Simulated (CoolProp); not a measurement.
A single-stage vapour-compression cycle with hydrogen chloride: evaporating at 227.15 K (dew point), condensing at 291.15 K (bubble point), superheat 8 K, subcooling 2 K, compressor efficiency 0.85, no pressure losses. Each further row changes one setting.

Model: reference Helmholtz-energy equation of state, Thol 2018, in CoolProp.

| case | cooling COP | pressure ratio | discharge temperature (K) | refrigerating effect (kJ/kg) | volumetric capacity (kJ/m³) |
|---|---|---|---|---|---|
| as stated | [?] | 6.57 | 424.9 | 285 | 3580 |
| evaporating temperature 232.15 K | 2.28 | [?] | 408.9 | 287 | 4290 |
| condensing temperature 286.15 K | 2.26 | 5.84 | [?] | [?] | [?] |
| subcooling 7 K | [?] | 6.57 | 424.9 | [?] | 3720 |
| superheat 18 K | 1.96 | 6.57 | 445.0 | 295 | 3500 |
| compressor efficiency 0.75 | 1.77 | 6.57 | 445.8 | 285 | 3580 |

### Question
Fill in the missing entries.

### Answer

- as stated, cooling COP: 2.00
- evaporating temperature 232.15 K, pressure ratio: 5.46
- condensing temperature 286.15 K, discharge temperature (K): 409.3
- condensing temperature 286.15 K, refrigerating effect (kJ/kg): 296
- condensing temperature 286.15 K, volumetric capacity (kJ/m³): 3710
- subcooling 7 K, cooling COP: 2.08
- subcooling 7 K, refrigerating effect (kJ/kg): 297
